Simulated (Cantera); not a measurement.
Charge: 1 mol Si3N4, 0.66 mol Cl2, 4.4 mol H2, at 110 Pa.

Equilibrium computed with Cantera from the NASA thermochemical tables; the gas is ideal and each condensed phase is pure. Candidate condensed phases: NH4Cl, Si, Si3N4; 28 gas species. Mutual solubility and eutectic melting of coexisting phases are not modelled. The tables' values for SiCl, SiCl3, SiN are old estimates; treat these amounts as uncertain. Gases not in the tables: Si2H6 and higher silanes. Kinetics and transport are ignored.

x: gas mole fraction; n: condensed amount in mol.

```json
[
 {"T (K)": "1398", "x H2": "0.761", "x N2": "0.0264", "x HCl": "0.173", "x Si": "2.33e-7", "x H": "0.000124", "x SiCl2": "0.0382", "n Si3N4(s)": "0.931", "n Si(s)": "0", "n Si(l)": "0"},
 {"T (K)": "1498", "x H2": "0.771", "x N2": "0.0420", "x HCl": "0.123", "x Si": "9.03e-6", "x H": "0.000455", "x SiCl2": "0.0623", "n Si3N4(s)": "0.889", "n Si(s)": "0", "n Si(l)": "0"},
 {"T (K)": "1598", "x H2": "0.594", "x N2": "0.263", "x HCl": "0.0923", "x Si": "8.50e-5", "x H": "0.00124", "x SiCl2": "0.0494", "n Si3N4(s)": "0.0978", "n Si(s)": "2.36", "n Si(l)": "0"},
 {"T (K)": "1698", "x H2": "0.576", "x N2": "0.283", "x HCl": "0.0882", "x Si": "…", "x H": "…", "x SiCl2": "0.0485", "n Si3N4(s)": "0", "n Si(s)": "0", "n Si(l)": "2.65"},
 {"T (K)": "1798", "x H2": "0.568", "x N2": "0.281", "x HCl": "0.0916", "x Si": "…", "x H": "…", "x SiCl2": "0.0458", "n Si3N4(s)": "0", "n Si(s)": "0", "n Si(l)": "2.64"},
 {"T (K)": "1898", "x H2": "0.554", "x N2": "0.277", "x HCl": "0.0931", "x Si": "0.0112", "x H": "0.0175", "x SiCl2": "0.0425", "n Si3N4(s)": "0", "n Si(s)": "0", "n Si(l)": "2.59"},
 {"T (K)": "1998", "x H2": "0.522", "x N2": "0.266", "x HCl": "0.0905", "x Si": "0.0387", "x H": "0.0349", "x SiCl2": "0.0377", "n Si3N4(s)": "0", "n Si(s)": "0", "n Si(l)": "2.37"},
 {"T (K)": "2098", "x H2": "0.451", "x N2": "0.237", "x HCl": "0.0796", "x Si": "0.119", "x H": "0.0623", "x SiCl2": "0.0301", "n Si3N4(s)": "0", "n Si(s)": "0", "n Si(l)": "1.61"}
]
```

Problem. Complete the blanks.

Solution. 
- 1698, x Si: 0.000597
- 1698, x H: 0.00331
- 1798, x Si: 0.00280
- 1798, x H: 0.00800
